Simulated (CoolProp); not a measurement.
Vapour-liquid equilibrium of ethylene (1) + isobutane (2) at 235.9 K; x and y are mole fractions of (1).

Computed with CoolProp (multi-fluid Helmholtz-energy mixture model, Smukala 2000 and Bücker 2006; pair parameters Bell 2016).

| x | bubble pressure (kPa) | y at the bubble point | dew pressure at overall composition x (kPa) | liquid density (mol/L) |
|---|---|---|---|---|
| 0.05 | 90.41 | 0.645 | 34.67 | 10.92 |
| 0.15 | 212.0 | 0.858 | 38.70 | 11.41 |
| 0.25 | 342.6 | 0.918 | 43.77 | … |
| 0.35 | 482.2 | 0.947 | 50.37 | 12.48 |
| 0.45 | 630.3 | 0.964 | 59.29 | 13.06 |
| 0.55 | 785.9 | 0.975 | 72.03 | 13.67 |
| 0.65 | … | 0.982 | 91.72 | 14.29 |
| 0.75 | 1116 | 0.988 | … | 14.92 |
| 0.85 | 1291 | 0.993 | 202.0 | … |
| 0.95 | 1475 | 0.998 | … | 16.04 |

### Question
Fill in the missing entries.

### Answer

- 0.25, liquid density (mol/L): 11.93
- 0.65, bubble pressure (kPa): 948.1
- 0.75, dew pressure at overall composition x (kPa): 126.2
- 0.85, liquid density (mol/L): 15.52
- 0.95, dew pressure at overall composition x (kPa): 503.2

No azeotrope shows between x = 0.05 and 0.95.

Pair parameters are fitted to limited data, so mixtures are less certain than the pure fluids.
